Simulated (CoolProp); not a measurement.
Values from CoolProp's reference Helmholtz-energy equation of state, Lemmon 2006. It is a short technical equation, of lower accuracy than the large ones.

Task: For nitrous oxide, give the phase and the cp (kJ/(kg K)), Joule-Thomson coefficient (K/MPa) at 323.4 K and 8.71 bar; 402.3 K and 8.71 bar.

Result: 
- 323.4 K and 8.71 bar: gas; cp 0.948, Joule-Thomson coefficient 9.11
- 402.3 K and 8.71 bar: gas; cp 0.994, Joule-Thomson coefficient 5.52
